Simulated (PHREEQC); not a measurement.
A solution holds 0.084 mol Pb(NO3)2, 0.00073 mol CaCl2, 0.0021 mol H2SO4 and 2.4e-05 mol NaCl per kg of water, at 25 °C. Closed to the air; pH follows from the charge balance.

Equilibrium calculation in PHREEQC: ion-association model, wateq4f.dat.

No solid was allowed to form.

Task: Order these Pb species by the share of Pb that they hold, largest first: PbNO3+, PbCl+, PbSO4, Pb+2.

Result: Pb+2 (61 %), PbNO3+ (36 %), PbSO4 (1.7 %), PbCl+ (0.67 %)

The pH is 2.48 and the ionic strength 0.192 mol/kgw. Saturation is exceeded, for instance for Anglesite; the values hold only as long as no solid forms.
